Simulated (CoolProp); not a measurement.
Vapour-liquid equilibrium of carbon dioxide (1) + sulfur dioxide (2) at 270.4 K; x and y are mole fractions of (1).

Values from CoolProp's multi-fluid Helmholtz-energy mixture model, Span 1996 and Gao 2016; pair parameters Bell 2016.

| x | bubble pressure, mixture model (kPa) | bubble pressure, Raoult's law (kPa) | y, mixture model | y, Raoult's law |
|---|---|---|---|---|
| 0.05 | 319.3 | 293.7 | 0.572 | 0.551 |
| 0.125 | 586.9 | 526.2 | 0.774 | 0.769 |
| 0.2 | 846.0 | 758.6 | 0.849 | 0.854 |
| 0.275 | 1094 | 991.1 | 0.887 | 0.899 |
| 0.35 | 1328 | 1224 | 0.911 | 0.926 |
| 0.425 | 1549 | 1456 | 0.928 | 0.945 |
| 0.5 | 1758 | 1688 | 0.940 | 0.959 |
| 0.575 | 1958 | 1921 | 0.950 | 0.969 |
| 0.65 | 2154 | 2153 | 0.959 | 0.977 |
| 0.725 | 2352 | 2386 | 0.966 | 0.984 |
| 0.8 | 2559 | 2618 | 0.974 | 0.989 |
| 0.875 | 2784 | 2851 | 0.983 | 0.994 |
| 0.95 | 3041 | 3083 | 0.992 | 0.998 |

The largest gap from Raoult's law is +11.5 % in bubble pressure, at x = 0.125. No azeotrope shows between x = 0.05 and 0.95.

Pair parameters are fitted to limited data, so mixtures are less certain than the pure fluids. The gap from Raoult's law changes sign with composition, which may be real or a fault of the pair parameters; it wasn't checked against measurements.
